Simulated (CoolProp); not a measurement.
Vapour-liquid equilibrium of benzene (1) + dimethyl carbonate (2) at 376.6 K; x and y are mole fractions of (1).

Computed with CoolProp (multi-fluid Helmholtz-energy mixture model, Thol 2012 and Zhou 2011; pair parameters Bell 2016).

**Question.** Give the bubble pressure and the first vapour's composition at x = 0.25, 0.45, 0.55. Is there an azeotrope?

**Answer.** x = 0.25: 174.7 kPa, y = 0.331; x = 0.45: 186.5 kPa, y = 0.520; x = 0.55: 190.8 kPa, y = 0.604. y crosses x between x = 0.85 and 0.95: the model has an azeotrope there.

Pair parameters are fitted to limited data, so mixtures are less certain than the pure fluids.
